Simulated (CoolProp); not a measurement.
Sulfur hexafluoride at 298.15 K and 1.77 MPa is compressed adiabatically to 10.8 MPa with isentropic efficiency 0.7. Each further row changes one setting.

Values from CoolProp's reference Helmholtz-energy equation of state, Guder 2009.

```csv
case,work (kJ/kg),final temperature (K),final density (kg/m³)
as stated,29.7,387.8,824
efficiency 1,20.8,380.6,881
efficiency 0.65,32.0,389.6,810
```
